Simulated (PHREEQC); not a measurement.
Model water analysis in mg/L, 25 °C, pH 2.33, pe 12.1: Na 963; K 332; Ca 213; Mg 341; Cl 905; S(6) as SO4 3580; Si as SiO2 23.4; N(5) as NO3 102.

Valence states are taken as typed.

Equilibrium calculation in PHREEQC: ion-association model, phreeqc.dat.

```csv
quantity,before,after
ionic strength (mol/kgw),0.113,0.0940
Na+ (mol/kgw),0.0405,0.0409
SO4-2 (mol/kgw),0.0227,0.0132
Mg+2 (mol/kgw),0.00814,0.00595
K+ (mol/kgw),0.00810,0.00797
MgSO4 (mol/kgw),0.00597,0.00817
SI of Chalcedony (SiO2),+0.16,-0.42
SI of Gypsum (CaSO4:2H2O),-0.40,-0.47
```

Q: Which change was made?
A) S(6) from 3580 to 1790 mg/L
B) all concentrations times 2 at the same typed pH
C) temperature from 25 to 85 °C at the same typed pH

A: C, temperature from 25 to 85 °C at the same typed pH

No solid was allowed to form. Some of these states are supersaturated (in Quartz (slow to form), Chalcedony (slow to form), for instance). At this temperature some constants are extrapolated from 25 °C, and those without enthalpy data are left unchanged.
